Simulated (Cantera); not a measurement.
Input: 1 mol S, 4.4 mol O2, equilibrated at 500 K and 0.0520 bar.

Cantera equilibrium calculation (NASA polynomials, part measured and part estimated; ideal gas, pure solids and liquids). Candidate condensed phases: S; 10 gas species. The numbers say what is thermodynamically allowed, not how fast it happens.

Base state: O2 0.744, SO3 0.256 (mole fractions); condensed: gas only.

### Question
What changes in the equilibrium state with this change: 0.72 mol H2 added?

### Answer
```tsv
species	before	after
O2	0.744	0.677
H2SO4	0	0.135
SO3	0.256	0.131
H2O	0	0.0566
```
Further candidate phases: H2O, H2SO4.

### Question
What changes in the equilibrium state with this change: temperature from 500 K to 1275 K?

### Answer
```tsv
species	before	after
O2	0.744	0.772
SO2	5.06e-6	0.222
SO3	0.256	0.00646
```
